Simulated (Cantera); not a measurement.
An adiabatic, constant-volume homogeneous reactor starts with CH₄ : O₂ : N₂ = 1 : 2.47 : 9.28 (molar parts), equivalence ratio 0.81, at 1425 K and 100000 Pa.

Model: GRI-Mech 3.0 (53 species, 325 reactions), integrated in Cantera.

Task: Predict: time of steepest temperature rise; temperature at 0.700 s; equilibrium temperature; x(O₂) at 0.700 s; x(N₂O) at 0.700 s; x(H) at 0.700 s.

Result: 
```json
{
 "time_of_steepest_temperature_rise": "2.26 ms",
 "temperature at 0.700 s": "2805 K",
 "equilibrium_temperature": "2805 K",
 "x(O₂) at 0.700 s": "0.0391 (gas-phase equilibrium 0.0391)",
 "x(N₂O) at 0.700 s": "1.13e-6 (gas-phase equilibrium 1.13e-6)",
 "x(H) at 0.700 s": "0.00592 (gas-phase equilibrium 0.00592)"
}
```
